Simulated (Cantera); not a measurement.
## TEOS + NO (silicon oxide and oxynitride deposition)

Feed: 1 mol TEOS, 0.48 mol NO, held at 220 Pa.

Equilibrium computed with Cantera from the NASA thermochemical tables; the gas is ideal and each condensed phase is pure. Candidate condensed phases: C, C6H6, C7H8, C8H18, H2O, Si, SiC, SiO2, Si2N2O, Si3N4; 151 gas species. The feed counts by its element totals alone. Mutual solubility and eutectic melting of coexisting phases are not modelled. Gases not in the tables: Si2H6 and higher silanes. Rates play no part.

```json
[
 {"T (°C)": "650", "log p H2": "-2.76", "log p CO": "-3.37", "log p H": "-10.99", "log p N2": "-4.38", "log p Si": "<-14", "log p SiO": "<-14", "log p HCN": "-9.44", "log p C2H2 (acetylene)": "-12.69", "n C(graphite)": "5.53", "n SiO2(β-quartz)": "1.00", "n SiC(s)": "0", "n Si2N2O(s)": "0"},
 {"T (°C)": "850", "log p H2": "-2.76", "log p CO": "-3.37", "log p H": "-8.75", "log p N2": "-4.38", "log p Si": "<-14", "log p SiO": "-10.60", "log p HCN": "-8.10", "log p C2H2 (acetylene)": "-10.42", "n C(graphite)": "5.52", "n SiO2(β-quartz)": "1.00", "n SiC(s)": "0", "n Si2N2O(s)": "0"},
 {"T (°C)": "1050", "log p H2": "-2.81", "log p CO": "-3.18", "log p H": "-7.21", "log p N2": "-5.50", "log p Si": "-12.53", "log p SiO": "-6.26", "log p HCN": "-7.75", "log p C2H2 (acetylene)": "-8.90", "n C(graphite)": "3.18", "n SiO2(β-quartz)": "0", "n SiC(s)": "0.558", "n Si2N2O(s)": "0.219"},
 {"T (°C)": "1250", "log p H2": "-2.83", "log p CO": "-3.18", "log p H": "-6.05", "log p N2": "-4.45", "log p Si": "-9.84", "log p SiO": "-5.84", "log p HCN": "-6.54", "log p C2H2 (acetylene)": "-7.75", "n C(graphite)": "2.54", "n SiO2(β-quartz)": "0", "n SiC(s)": "0.990", "n Si2N2O(s)": "0"},
 {"T (°C)": "1450", "log p H2": "-2.83", "log p CO": "-3.18", "log p H": "-5.15", "log p N2": "-4.45", "log p Si": "-7.79", "log p SiO": "-5.53", "log p HCN": "-6.02", "log p C2H2 (acetylene)": "-6.87", "n C(graphite)": "2.55", "n SiO2(β-quartz)": "0", "n SiC(s)": "0.980", "n Si2N2O(s)": "0"},
 {"T (°C)": "1650", "log p H2": "-2.84", "log p CO": "-3.18", "log p H": "-4.44", "log p N2": "-4.46", "log p Si": "-6.16", "log p SiO": "-5.29", "log p HCN": "-5.62", "log p C2H2 (acetylene)": "-6.18", "n C(graphite)": "2.57", "n SiO2(β-quartz)": "0", "n SiC(s)": "0.960", "n Si2N2O(s)": "0"},
 {"T (°C)": "1850", "log p H2": "-2.86", "log p CO": "-3.20", "log p H": "-3.88", "log p N2": "-4.50", "log p Si": "-4.84", "log p SiO": "-5.11", "log p HCN": "-5.31", "log p C2H2 (acetylene)": "-5.65", "n C(graphite)": "2.66", "n SiO2(β-quartz)": "0", "n SiC(s)": "0.828", "n Si2N2O(s)": "0"}
]
```
log p: log10 of the partial pressure in bar; n: condensed amount in mol.

From 650 °C to 850 °C the condensed part is C(graphite) + SiO2(β-quartz). At 1050 °C the condensed part is C(graphite) + SiC(s) + Si2N2O(s). From 1250 °C to 1850 °C the condensed part is C(graphite) + SiC(s).
